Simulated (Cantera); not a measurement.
Input: 1 mol Ta₂O₅, a varied amount of CO, 0.1 mol H₂, equilibrated at 2623 K and 1 atm.

Equilibrium computed with Cantera from the NASA thermochemical tables; the gas is ideal and each condensed phase is pure. Candidate condensed phases: C, C₆H₆, C₇H₈, C₈H₁₈, H₂O, Ta, TaC, Ta₂O₅; 113 gas species. The numbers say what is thermodynamically allowed, not how fast it happens.

**Question.** At 6.5 mol CO, list the 7 most abundant gas species with their mole fractions, and the condensed phases.

**Answer.** CO 0.979, H₂ 0.0126, H 0.00470, TaO₂ 0.00182, CO₂ 0.00157, TaO 0.000473, H₂O 0.000132. Condensed: Ta₂O₅(l).
